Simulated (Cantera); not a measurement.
Feed: 1 mol CCl4, 0.51 mol H2, held at 1.00 Torr.

Cantera equilibrium calculation (NASA polynomials, part measured and part estimated; ideal gas, pure solids and liquids). Candidate condensed phases: C, C6H6, C7H8, C8H18; 91 gas species. The numbers say what is thermodynamically allowed, not how fast it happens. All values below are at 898 K.

Base state: Cl2 0.592, HCl 0.406, Cl 0.00150, CCl4 1.09e-5 (mole fractions); condensed: C(graphite).

**Question.** What changes in the equilibrium state with this change: H2 from 0.51 to 3.9 mol?

**Answer.** 
```
species            before    after
----------------  -------  -------
HCl                 0.406    0.678
H2                  <1e-9    0.322
CH4                 <1e-9  4.43e-5
Cl2                 0.592    <1e-9
Cl                0.00150  3.50e-9
CCl4              1.09e-5    <1e-9
C(graphite), mol    1.000    1.000
```

**Question.** What changes in the equilibrium state with this change: pressure from 1.00 Torr to 66.0 Torr?

**Answer.** 
```tsv
species	before	after
Cl2	0.592	0.592
HCl	0.406	0.407
CCl4	1.09e-5	0.000721
Cl	0.00150	0.000185
C(graphite), mol	1.000	0.998
```
Gases not in the tables: chlorinated aromatics.
